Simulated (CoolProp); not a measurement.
Vapour pressure (MPa) of carbonyl sulfide: the reference equation beside estimates from Tc = 105.6 °C, pc = 6.369 MPa, ω = 0.098. Clausius-Clapeyron is anchored at 21.05 °C with a constant enthalpy of vaporisation of 14.99 kJ/mol.

Values from CoolProp's reference Helmholtz-energy equation of state, Lemmon 2006. It is a short technical equation, of lower accuracy than the large ones.

```csv
T (°C),reference,Lee-Kesler,Clausius-Clapeyron,Soave-Redlich-Kwong,Peng-Robinson
-8.75,0.4968,0.4966,0.5817,0.4964,0.4968
-2.75,0.5987,0.5991,0.6767,0.5993,0.5984
3.15,0.7133,0.7143,0.7802,0.7153,0.7127
9.15,0.8457,0.8473,0.8963,0.8494,0.8450
15.05,0.9926,0.9948,1.021,0.9985,0.9920
21.05,1.160,1.163,1.160,1.169,1.160
27.05,1.348,1.351,1.311,1.360,1.348
32.95,1.553,1.556,1.472,1.568,1.554
38.95,1.783,1.787,1.649,1.804,1.786
44.95,2.037,2.041,1.839,2.063,2.043
50.85,2.312,2.315,2.038,2.343,2.320
56.85,2.618,2.621,2.255,2.655,2.630
62.75,2.946,2.950,2.482,2.989,2.962
68.75,3.310,3.314,2.728,3.359,3.331
```

Absolute difference from the reference over all 14 rows, mean and median: Lee-Kesler 0.2 and 0.2 %, Clausius-Clapeyron 9.5 and 9.5 %, Soave-Redlich-Kwong 0.9 and 0.9 %, Peng-Robinson 0.2 and 0.1 %.
